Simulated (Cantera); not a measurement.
What does this Cantera script print?

```python
import numpy as np
import cantera as ct

gas_names = """
    C CN CO CO2 C2 CCN CNC C2N2 C2O C3 C3O2 C4 C4N2 C5 N NCO NO NO2 NO3 N2 N2O O O2 O3 Pb PbO Pb2
""".split()
cond_names = """
    C(gr) Pb(cr) Pb(L) PbO(rd) PbO(yw) PbO(L) PbO2(s) Pb3O4(s)
""".split()


# ... load() reads the species with a 1 bar reference pressure and builds the phases ...
atoms = {
    'PbO': {'Pb': 1, 'O': 1},
    'CO': {'C': 1, 'O': 1},
    'N2': {'N': 2},
}
top_T = {'C(gr)': 4500, 'Pb3O4(s)': 820}  # K; cautious upper limits of use, not melting points


# ... equilibrate(T, P, feed) seeds the gas with the atoms and calls Mixture.equilibrate('TP', solver="vcs", rtol=1e-11, max_steps=5000) ...
results = []
feed = {'PbO': 1, 'CO': 0.34, 'N2': 27}  # mol
T = 825  # K
P = 16  # Pa
mix = equilibrate(T, P, feed)
results.append((T, P, feed, dict(zip(mix.species_names, mix.species_moles))))
print(gas.report(threshold=0.0001))
for i in range(1, mix.n_phases):
    print(f"{mix.phase(i).name:16s} {mix.phase_moles(i):12.5e} mol")
```

It prints:

```
       temperature   825 K
          pressure   16 Pa
           density   6.6183e-05 kg/m^3
  mean mol. weight   28.374 kg/kmol
   phase of matter   gas

                          1 kg             1 kmol
                     ---------------   ---------------
          enthalpy        3.9533e+05        1.1217e+07  J
   internal energy        1.5357e+05        4.3574e+06  J
           entropy             10422        2.9571e+05  J/K
    Gibbs function       -8.2029e+06       -2.3275e+08  J
 heat capacity c_p            1122.5             31849  J/K
 heat capacity c_v            829.44             23534  J/K

                      mass frac. Y      mole frac. X     chem. pot. / RT
                     ---------------   ---------------   ---------------
               CO2          0.019271          0.012425           -98.142
                N2           0.97417           0.98668           -33.145
                Pb         0.0065466        0.00089648           -9.3412
     [  +24 minor]        1.2583e-05        1.8165e-06

C(gr)             0.00000e+00 mol
Pb(L)             3.15461e-01 mol
PbO(yw)           6.59964e-01 mol
PbO2(s)           0.00000e+00 mol
```

Equilibrium computed with Cantera from the NASA thermochemical tables; the gas is ideal and each condensed phase is pure.
